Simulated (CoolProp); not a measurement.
1,2-dichloroethane at several states: fugacity coefficient from the reference equation and from simpler models built on Tc = 561.6 K, pc = 5.226 MPa, ω = 0.269; each cubic takes its own stable root.

Computed with CoolProp (reference Helmholtz-energy equation of state, Thol 2015).

```json
[
 {"T (K)": "492.6", "p (MPa)": "8.63", "phase": "liquid", "reference": "…", "van der Waals": "…", "Redlich-Kwong": "…", "Soave-Redlich-Kwong": "0.2316", "Peng-Robinson": "…"},
 {"T (K)": "451.8", "p (MPa)": "3.4", "phase": "liquid", "reference": "0.2700", "van der Waals": "0.5166", "Redlich-Kwong": "0.3537", "Soave-Redlich-Kwong": "0.2788", "Peng-Robinson": "…"},
 {"T (K)": "401.9", "p (MPa)": "0.0142", "phase": "gas", "reference": "0.9972", "van der Waals": "0.9982", "Redlich-Kwong": "0.9976", "Soave-Redlich-Kwong": "0.9974", "Peng-Robinson": "0.9973"},
 {"T (K)": "465.8", "p (MPa)": "0.0495", "phase": "gas", "reference": "0.9940", "van der Waals": "0.9956", "Redlich-Kwong": "0.9945", "Soave-Redlich-Kwong": "0.9941", "Peng-Robinson": "0.9937"}
]
```

### Question
Some entries are withheld; supply them.

### Answer

- 492.6, reference: 0.2188
- 492.6, van der Waals: 0.3420
- 492.6, Redlich-Kwong: 0.2639
- 492.6, Peng-Robinson: 0.2205
- 451.8, Peng-Robinson: 0.2710
